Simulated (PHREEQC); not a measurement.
Consider water at 20 °C with 0.0047 mol H2SO4, 0.075 mol NaCl and 0.25 mol NaHS per kg of water. Closed to the air; pH follows from the charge balance.

All values are PHREEQC results (ion-association model, wateq4f.dat), not measurements.

```tsv
quantity	before	after
pH	8.21	7.89
ionic strength (mol/kgw)	0.327	0.329
HS- (mol/kgw)	0.241	0.231
```

**Question.** Which change was made?
(A) temperature from 20 to 65 °C
(B) diluted 10-fold with water
(C) H2SO4 from 0.0047 to 0.0094 mol/kgw
(D) NaCl from 0.075 to 0.0825 mol/kgw
(E) NaCl from 0.075 to 0.015 mol/kgw

**Answer.** C, H2SO4 from 0.0047 to 0.0094 mol/kgw

This is a speciation only: nothing precipitates in the calculation.
